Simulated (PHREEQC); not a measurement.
Solution (79 °C): 0.0049 mol/kgw Cu(NO3)2, 0.19 mol/kgw HCl and 0.00016 mol/kgw Na2SO4. Closed to the air; pH follows from the charge balance.

All values are PHREEQC results (ion-association model, phreeqc.dat), not measurements.

| quantity | before | after |
|---|---|---|
| pH | 0.83 | 0.82 |
| Cu+2 (mol/kgw) | 0.00198 | 0.00417 |
| CuOH+ (mol/kgw) | 5.59e-11 | 1.25e-10 |

Name the change that produced these shifts.
(A) diluted 10-fold with water
(B) temperature from 79 to 70 °C
(C) temperature from 79 to 25 °C
(D) HCl left out
(E) Na2SO4 left out

C, temperature from 79 to 25 °C

Precipitation was switched off in this run. Constants without temperature data keep their 25 °C values here.
